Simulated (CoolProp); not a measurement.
The fluid at 488.41 K and 3.28 MPa is throttled through a valve to 2.22 MPa with no heat exchange. The same conditions are run with several fluids, on thermodynamics alone (safety and materials aside).

Computed with CoolProp (reference Helmholtz-energy equation of state of each fluid (methanol: de Reuck 1993; nitrogen: Span 2000; R410A: Lemmon 2003; CF4 (R14): Platzer 1990; hydrogen sulfide: Lemmon 2006)). The equations of Platzer and Polt are older, rougher fits. Blends and air are pseudo-pure fits.

```csv
fluid,temperature change (K),final density (kg/m³)
methanol,-17.6,21.7
nitrogen,-0.4,15.2
R410A,-4.5,42.0
CF4 (R14),-1.7,48.3
hydrogen sulfide,-6.2,19.6
```
